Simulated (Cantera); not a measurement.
Feed: 1 mol CO₂, 0.62 mol O₂, 15 mol H₂, held at 673.15 K and 0.100 bar.

Cantera equilibrium calculation (NASA polynomials, part measured and part estimated; ideal gas, pure solids and liquids). Candidate condensed phases: C, C₆H₆, C₇H₈, C₈H₁₈, H₂O; 110 gas species. Kinetics and transport are ignored.

Base state: H₂ 0.701, H₂O 0.228, CH₄ 0.0698, CO₂ 0.00112, CO 0.000282 (mole fractions); condensed: gas only.

Problem. What changes in the equilibrium state with this change: O₂ from 0.62 to 0.072 mol?

Solution. 
```
species    before     after
-------  --------  --------
H₂          0.701     0.776
H₂O         0.228     0.152
CH₄        0.0698    0.0709
CO₂       0.00112  0.000336
CO       0.000282  0.000140
```
